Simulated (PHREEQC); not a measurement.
Consider water at 31 °C with 0.003 mol NiSO4, 0.0036 mol MgSO4, 0.091 mol NaHCO3 and 0.0033 mol Na2SO4 per kg of water. Closed to the air; pH follows from the charge balance.

Computed with PHREEQC (ion-association model, wateq4f.dat).

```json
[
 {"quantity": "pH", "before": "7.46", "after": "7.92"},
 {"quantity": "ionic strength (mol/kgw)", "before": "0.110", "after": "0.107"},
 {"quantity": "Na+ (mol/kgw)", "before": "0.0936", "after": "0.0934"},
 {"quantity": "HCO3- (mol/kgw)", "before": "0.0789", "after": "0.0842"},
 {"quantity": "SO4-2 (mol/kgw)", "before": "0.00791", "after": "0.00551"},
 {"quantity": "CO2 (mol/kgw)", "before": "0.00443", "after": "0.00166"},
 {"quantity": "SI of Magnesite (MgCO3)", "before": "+1.00", "after": "+1.49"},
 {"quantity": "SI of Nahcolite (NaHCO3)", "before": "-1.86", "after": "-1.83"}
]
```

Name the change that produced these shifts.
A) 0.024 mol/kgw KCl added
B) NiSO4 left out
C) temperature from 31 to 85 °C
D) NaHCO3 from 0.091 to 0.137 mol/kgw

B, NiSO4 left out

Precipitation was switched off in this run. Some of these states are supersaturated (in Magnesite (slow to form), for instance). The database's nickel carbonate constants are estimates that later reviews lower a good deal.
